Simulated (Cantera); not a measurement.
Input: 1 mol SiF4, 0.44 mol O3, 1.5 mol H2, at 1048.15 K and 1.33 mbar.

These are equilibrium values from Cantera (NASA tables, ideal gas, pure condensed phases), not measurements of a reactor. Candidate condensed phases: H2O, Si, SiO2; 38 gas species. Rates play no part.

Base state: HF 0.715, SiF4 0.150, H2O 0.0764, H2 0.0591 (mole fractions); condensed: SiO2(β-quartz).

Q: What changes in the equilibrium state with this change: SiF4 replaced by SiCl4?

A: 
```csv
species,before,after
HCl,0,0.836
SiCl4,0,0.107
H2,0.0591,0.0567
HF,0.715,0
SiF4,0.150,0
H2O,0.0764,2.33e-7
SiCl3,0,0.000269
SiHCl3,0,7.45e-5
SiCl2,0,1.24e-5
"SiO2(β-quartz), mol",0.544,0.660
```
The tables' values for SiCl3 are old estimates; treat these amounts as uncertain.
